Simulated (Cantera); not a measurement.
A closed system holds: 1 mol Zr, 0.11 mol O2, 8.1 mol N2, 0.017 mol H2O, equilibrated at 2.30e-5 bar.

Cantera equilibrium calculation (NASA polynomials, part measured and part estimated; ideal gas, pure solids and liquids). Candidate condensed phases: H2O, Zr, ZrN, ZrO2; 28 gas species. Mutual solubility and eutectic melting of coexisting phases are not modelled. ZrN: taken at fixed stoichiometry. Condensed phases not in the tables: solid solutions among these carbides, nitrides and lower oxides. Rates play no part. All values below are at 2148 K.

Base state: N2 0.992, H 0.00435, ZrO 0.00361, ZrO2 3.55e-5, H2 2.50e-5, Zr 2.08e-5 (mole fractions); condensed: ZrN(s) + ZrO2(tetragonal).

**Question.** What changes in the equilibrium state with this change: pressure from 2.30e-5 bar to 0.0133 bar?

**Answer.** 
```
species                 before    after
---------------------  -------  -------
N2                       0.992    0.997
H2                     2.50e-5  0.00151
H                      0.00435  0.00140
ZrO                    0.00361  1.27e-6
Zr                     2.08e-5  1.49e-9
ZrO2                   3.55e-5  6.13e-8
ZrN(s), mol              0.867    0.881
ZrO2(tetragonal), mol    0.104    0.118
```
